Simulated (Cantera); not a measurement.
# Thermodynamics of abatement and gas-phase synthesis, feed SO2 + H2O + O2

Input: 1 mol SO2, 5.7 mol H2O, a varied amount of O2, equilibrated at 475 °C and 10.0 Torr.

Equilibrium computed with Cantera from the NASA thermochemical tables; the gas is ideal and each condensed phase is pure. Candidate condensed phases: H2O, H2SO4, S; 19 gas species. Kinetics and transport are ignored.

```tsv
n(O2) (mol)	log p H2O	log p O2	log p SO3	log p SO2	log p H2SO4	log p OH
0.32	-1.95	-3.91	-2.99	-3.02	-5.70	-11.08
0.4	-1.95	-3.67	-2.94	-3.09	-5.65	-11.02
0.51	-1.96	-3.44	-2.90	-3.16	-5.62	-10.96
0.64	-1.96	-3.25	-2.88	-3.23	-5.60	-10.92
0.81	-1.97	-3.08	-2.86	-3.31	-5.59	-10.88
1	-1.98	-2.95	-2.86	-3.37	-5.60	-10.85
1.3	-2.00	-2.80	-2.86	-3.44	-5.61	-10.82
1.6	-2.02	-2.70	-2.86	-3.50	-5.63	-10.81
2	-2.04	-2.59	-2.88	-3.56	-5.67	-10.79
2.5	-2.06	-2.50	-2.89	-3.63	-5.71	-10.78
3.2	-2.10	-2.41	-2.92	-3.70	-5.77	-10.77
4	-2.13	-2.33	-2.95	-3.76	-5.83	-10.77
```
log p: log10 of the partial pressure in bar; nothing condenses.

From 0.32 mol O2 to 4 mol O2 nothing is condensed.
